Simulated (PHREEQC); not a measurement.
Make-up at 25 °C: 17 mmol/kgw NH4HF2 and 0.4 mmol/kgw H2SiF6. Closed to the air; pH follows from the charge balance.

Equilibrium calculation in PHREEQC: ion-association model, phreeqc.dat.

This is a speciation only: nothing precipitates in the calculation.

Predict the pH, ionic strength.

pH 3.12; ionic strength 0.0182 mol/kgw.

In which forms is F present?

F- 44 %, HF 44 %, SiF6-2 6.6 %, HF2- 5.4 % of the F.

Species that the database lacks are ignored. SiF6-2 is the database's only silicon fluoride.
